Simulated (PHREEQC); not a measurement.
Dissolve 0.00097 mol NH4HSO4 per kg of water at 11 °C. Closed to the air; pH follows from the charge balance.

The numbers come from PHREEQC with the ion-association model, phreeqc.dat.

| quantity | before | after |
|---|---|---|
| pH | 3.06 | 3.06 |
| ionic strength (mol/kgw) | 0.00279 | 0.00279 |
| NH3 (mol/kgw) | 2.09e-10 | 2.85e-10 |

### Question
What was changed between the two runs?
(A) NH4HSO4 replaced by NH4HF2 at the same molality
(B) 6.7e-05 mol/kgw HF added
(C) temperature from 11 to 80 °C
(D) NH4HSO4 from 0.00097 to 0.00146 mol/kgw
(E) temperature from 11 to 15 °C

### Answer
E, temperature from 11 to 15 °C

No solid was allowed to form. Constants without temperature data keep their 25 °C values here.
